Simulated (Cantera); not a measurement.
Charge: 1 mol Ti, 0.33 mol O₂, 95 mol H₂, 1.5 mol CO, equilibrated at 1498.15 K and 0.300 bar.

These are equilibrium values from Cantera (NASA tables, ideal gas, pure condensed phases), not measurements of a reactor. Candidate condensed phases: C, C₆H₆, C₇H₈, C₈H₁₈, H₂O, Ti, TiC, TiO, TiO₂, Ti₂O₃, Ti₃O₅, Ti₄O₇; 113 gas species. Mutual solubility and eutectic melting of coexisting phases are not modelled. TiC: taken at fixed stoichiometry. Kinetics and transport are ignored.

Task: What is the equilibrium state?

Result: 
```json
{
 "x(H₂)": "0.988",
 "x(CO)": "0.0120",
 "x(H₂O)": "8.01e-5",
 "x(CH₄)": "5.89e-5",
 "x(H)": "3.12e-5",
 "n(TiC(s))": "0.337 mol",
 "n(Ti₂O₃(s))": "0.332 mol",
 "gas_amount": "96.15 mol",
 "log10 activity of Ti₃O₅(s) (absent)": "-0.31",
 "log10 activity of Ti₄O₇(s) (absent)": "-0.98",
 "log10 activity of C(graphite) (absent)": "-1.11"
}
```
